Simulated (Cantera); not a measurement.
**Low-pressure radical oxidation in H2/O2**

An isothermal, constant-pressure homogeneous reactor starts with H2 : O2 : N2 = 0.034 : 1 : 0.25 (molar parts), equivalence ratio 0.017, at 1175 K and 2.10 Torr.

Model: the H2/O2 subset of GRI-Mech 3.0, which has no nitrogen chemistry, integrated in Cantera. Radical loss at walls, strong at low pressure, is not modelled.

```json
[
 {"t (s)": "2.00e-6", "x H2": "0.0265", "x O2": "0.779", "x HO2": "4.91e-12", "x H": "4.89e-12", "x H2O2": "<1e-12", "x O": "<1e-12", "x H2O": "<1e-12"},
 {"t (s)": "1.18e-5", "x H2": "0.0265", "x O2": "0.779", "x HO2": "2.89e-11", "x H": "2.83e-11", "x H2O2": "<1e-12", "x O": "<1e-12", "x H2O": "<1e-12"},
 {"t (s)": "6.93e-5", "x H2": "0.0265", "x O2": "0.779", "x HO2": "1.70e-10", "x H": "1.52e-10", "x H2O2": "<1e-12", "x O": "1.89e-11", "x H2O": "<1e-12"},
 {"t (s)": "0.000408", "x H2": "0.0265", "x O2": "0.779", "x HO2": "1.00e-9", "x H": "6.29e-10", "x H2O2": "<1e-12", "x O": "4.79e-10", "x H2O": "1.06e-10"},
 {"t (s)": "0.00240", "x H2": "0.0265", "x O2": "0.779", "x HO2": "5.90e-9", "x H": "4.93e-9", "x H2O2": "2.53e-12", "x O": "1.25e-8", "x H2O": "1.16e-8"},
 {"t (s)": "0.0141", "x H2": "0.0262", "x O2": "0.779", "x HO2": "1.57e-7", "x H": "5.66e-5", "x H2O2": "1.85e-10", "x O": "0.000166", "x H2O": "0.000223"},
 {"t (s)": "0.0833", "x H2": "0.000311", "x O2": "0.757", "x HO2": "4.49e-7", "x H": "0.00324", "x H2O2": "9.66e-9", "x O": "0.0191", "x H2O": "0.0237"},
 {"t (s)": "0.490", "x H2": "0.000243", "x O2": "0.762", "x HO2": "4.17e-7", "x H": "0.00217", "x H2O2": "9.90e-9", "x O": "0.0146", "x H2O": "0.0245"},
 {"t (s)": "2.89", "x H2": "7.62e-5", "x O2": "0.771", "x HO2": "2.70e-7", "x H": "0.000361", "x H2O2": "9.35e-9", "x O": "0.00435", "x H2O": "0.0261"},
 {"t (s)": "17.0", "x H2": "5.08e-6", "x O2": "0.775", "x HO2": "5.90e-8", "x H": "6.11e-6", "x H2O2": "4.20e-9", "x O": "0.000286", "x H2O": "0.0267"},
 {"t (s)": "100", "x H2": "2.53e-7", "x O2": "0.776", "x HO2": "5.90e-9", "x H": "6.80e-8", "x H2O2": "7.08e-10", "x O": "1.42e-5", "x H2O": "0.0268"}
]
```
x: mole fraction; the columns are a selection and need not sum to one.

Equilibrium at this temperature and pressure: H2 4.33e-9, O2 0.776, HO2 3.21e-9, H 1.53e-10, H2O2 2.38e-11, O 2.45e-7, H2O 0.0268 (gas phase only).
